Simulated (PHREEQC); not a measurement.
**Copper plating or etch bath**

Consider water at 25 °C with 0.056 mol Cu(BF4)2, 0.67 mol H2SO4 and 0.0023 mol NaCl per kg of water. Closed to the air; pH follows from the charge balance.

All values are PHREEQC results (ion-association model, wateq4f.dat), not measurements.

This is a speciation only: nothing precipitates in the calculation.

Task: What pH does the model give?

Result: pH 0.27.

Task: In which forms is Na present?

Result: Na+ 96 %, NaSO4- 3.8 % of the Na.

Caution: at this ionic strength the ion-association model is outside its range; a Pitzer model would be the better tool where its parameters exist. Real BF4- forms and hydrolyses slowly; the run takes it at equilibrium.
